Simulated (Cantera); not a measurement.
Thermodynamics of carbothermic reduction, feed Fe2O3 + CO + H2

Input: 1 mol Fe2O3, 0.64 mol CO, a varied amount of H2, held at 752 °C and 0.100 bar.

These are equilibrium values from Cantera (NASA tables, ideal gas, pure condensed phases), not measurements of a reactor. Candidate condensed phases: C, C6H6, C7H8, C8H18, Fe, Fe(CO)5, FeO, Fe(OH)2, Fe(OH)3, Fe2O3, Fe3O4, H2O; 114 gas species. Mutual solubility and eutectic melting of coexisting phases are not modelled. The tables' stoichiometric FeO is somewhat more stable than real wüstite, so its field is too wide. FeO: taken at fixed stoichiometry. Rates play no part.

From 1.4 mol H2 to 5 mol H2 the condensed part is FeO(s). From 5.9 mol H2 to 6.9 mol H2 the condensed part is Fe(α) + FeO(s).

```tsv
n(H2) (mol)	x H2	x H2O	x CO2	x CO	x CH4	x H	n FeO(s)	n Fe(α)
1.4	0.364	0.322	0.168	0.146	4.25e-6	8.31e-9	2.00	0
1.6	0.409	0.306	0.141	0.145	6.31e-6	8.81e-9	2.00	0
1.9	0.465	0.283	0.111	0.141	9.80e-6	9.40e-9	2.00	0
2.2	0.512	0.262	0.0899	0.135	1.35e-5	9.86e-9	2.00	0
2.6	0.564	0.239	0.0700	0.128	1.87e-5	1.03e-8	2.00	0
3.1	0.615	0.214	0.0532	0.118	2.49e-5	1.08e-8	2.00	0
3.6	0.655	0.194	0.0419	0.109	3.08e-5	1.12e-8	2.00	0
4.3	0.699	0.171	0.0312	0.0983	3.83e-5	1.15e-8	2.00	0
5	0.733	0.153	0.0242	0.0893	4.48e-5	1.18e-8	2.00	0
5.9	0.758	0.144	0.0193	0.0785	4.65e-5	1.20e-8	1.93	0.0655
6.9	0.769	0.146	0.0167	0.0681	4.15e-5	1.21e-8	1.78	0.225
```
x: gas mole fraction; n: condensed amount in mol.
